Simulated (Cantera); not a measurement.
Cantera run:

```python
import numpy as np
import cantera as ct

gas_names = """
    AL ALN ALO ALO2 AL2 AL2O AL2O2 N NO NO2 NO3 N2 N2O O O2 O3
""".split()
cond_names = """
    AL(cr) AL(L) ALN(s) AL2O3(a) AL2O3(L)
""".split()


# ... load() reads the species with a 1 bar reference pressure and builds the phases ...
atoms = {
    'AlN': {'AL': 1, 'N': 1},
    'O2': {'O': 2},
    'N2': {'N': 2},
}
top_T = {'ALN(s)': 2750}  # K; cautious upper limits of use, not melting points


# ... equilibrate(T, P, feed) seeds the gas with the atoms and calls Mixture.equilibrate('TP', solver="vcs", rtol=1e-11, max_steps=5000) ...
results = []
T = 1648.15  # K
P = 19000  # Pa
for m in [0.24, 0.35, 0.49, 0.7, 0.99, 1.4, 2, 2.8, 4, 5.7, 8, 11, 16]:
    feed = {'AlN': 1, 'O2': m, 'N2': 34}  # mol
    mix = equilibrate(T, P, feed)
    results.append((T, P, feed, dict(zip(mix.species_names, mix.species_moles))))

top = {s: max(r[3][s] / sum(r[3][g] for g in gas_names) for r in results) for s in gas_names}
cols = sorted((s for s in top if top[s] > 1e-05), key=lambda s: -top[s])[:7]
seen = [c for c in cond_names if any(r[3].get(c, 0) > 1e-12 for r in results)]
print("log10 of partial pressures in bar; condensed amounts in mol")
print(f"{'n(O2)':>10s}" + "".join(f"{s[:9]:>10s}" for s in cols + seen))
for T, P, feed, n in results:
    ng = sum(n[g] for g in gas_names)
    print(f"{feed['O2']:10.4g}" + "".join(f"{np.log10(max(n[s] / ng * P / 1e5, 1e-99)):10.3f}" for s in cols)
          + "".join(f"{n.get(c, 0):10.4g}" for c in seen))
```

It prints:

```
log10 of partial pressures in bar; condensed amounts in mol
     n(O2)        N2        O2        NO         O    ALN(s)  AL2O3(a)
      0.24    -0.721   -18.998   -12.095   -14.095      0.68      0.16
      0.35    -0.721   -18.998   -12.095   -14.095    0.5333    0.2333
      0.49    -0.721   -18.998   -12.095   -14.095    0.3467    0.3267
       0.7    -0.721   -18.998   -12.095   -14.095   0.06666    0.4667
      0.99    -0.724    -2.897    -4.046    -6.044         0       0.5
       1.4    -0.730    -2.464    -3.832    -5.828         0       0.5
         2    -0.737    -2.184    -3.696    -5.688         0       0.5
       2.8    -0.747    -1.978    -3.597    -5.585         0       0.5
         4    -0.761    -1.790    -3.511    -5.491         0       0.5
       5.7    -0.780    -1.626    -3.438    -5.409         0       0.5
         8    -0.805    -1.484    -3.380    -5.338         0       0.5
        11    -0.835    -1.364    -3.335    -5.278         0       0.5
        16    -0.881    -1.237    -3.294    -5.214         0       0.5
```

Method: chemical equilibrium by Gibbs-energy minimisation in Cantera with the NASA 1993 tables (ideal gas, pure condensed phases). Mutual solubility and eutectic melting of coexisting phases are not modelled.
